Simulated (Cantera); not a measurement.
An isothermal, constant-pressure homogeneous reactor starts with NH3 : H2 = 1 : 0.14 (molar parts), at 2298 K and 0.138 atm.

Detailed kinetics in Cantera: the gas-phase N/H chemistry of the illustrative SiF4/NH3 mechanism in the Surface Chemkin manual (1991). Walls and surfaces, which speed up NH3 decomposition in real reactors, are not modelled.

One state of this run: x NH3 = 6.13e-7; x H2 = 0.747; x N2H2 = <1e-12; x NH = 3.80e-8; x N2 = 0.231. x: mole fraction; the columns are a selection and need not sum to one.

**Question.** Which value of t (s) does it belong to?
A. 0.358
B. 0.00838
C. 2.34
D. 0.0548

**Answer.** C, 2.34
